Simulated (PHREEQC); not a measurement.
Consider water at 25 °C with 0.29 mol/kgw NaOH and 0.00013 mol/kgw K2SiO3. Closed to the air; pH follows from the charge balance.

Model: ion-association model, wateq4f.dat, run in PHREEQC.

This is a speciation only: nothing precipitates in the calculation.

Problem. Estimate the pH, activity of water.

Solution. pH 13.30; activity of water 0.990.

Problem. In which forms is Si present?

Solution. H2SiO4-2 77 %, H3SiO4- 23 % of the Si.
